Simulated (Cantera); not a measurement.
Feed: 1 mol SiO2, 0.55 mol C, 0.034 mol CO, equilibrated at 7.50 Torr.

Method: chemical equilibrium by Gibbs-energy minimisation in Cantera with the NASA 1993 tables (ideal gas, pure condensed phases). Candidate condensed phases: C, Si, SiC, SiO2; 20 gas species. Mutual solubility and eutectic melting of coexisting phases are not modelled. The tables hold silica as quartz up to 1696 K and as liquid above; real silica turns to tridymite and cristobalite and melts near 1996 K. Equilibrium is a limit: real reactors are often held back by kinetics, nucleation or transport.

Problem. Which condensed phases are stable at each of these points (T (K)): 1325, 1400, 1475, 1550, 1625, 1700, 1775, 1850, 1925, 2000?

Solution. 
| T (K) | condensed phases | Si condensed (%) |
|---|---|---|
| 1325 | C(graphite) + SiO2(β-quartz) | 100.0 |
| 1400 | C(graphite) + SiO2(β-quartz) | 100.0 |
| 1475 | SiC(s) + SiO2(β-quartz) | 99.9 |
| 1550 | SiC(s) + SiO2(β-quartz) | 99.2 |
| 1625 | SiC(s) + SiO2(β-quartz) | 94.6 |
| 1700 | SiO2(condensed) | 45.0 |
| 1775 | SiO2(condensed) | 45.0 |
| 1850 | SiO2(condensed) | 45.0 |
| 1925 | SiO2(condensed) | 44.9 |
| 2000 | SiO2(l) | 44.8 |

From 1325 K to 1400 K the condensed part is C(graphite) + SiO2(β-quartz). From 1475 K to 1625 K the condensed part is SiC(s) + SiO2(β-quartz). From 1700 K to 1925 K the condensed part is SiO2(condensed). At 2000 K the condensed part is SiO2(l).
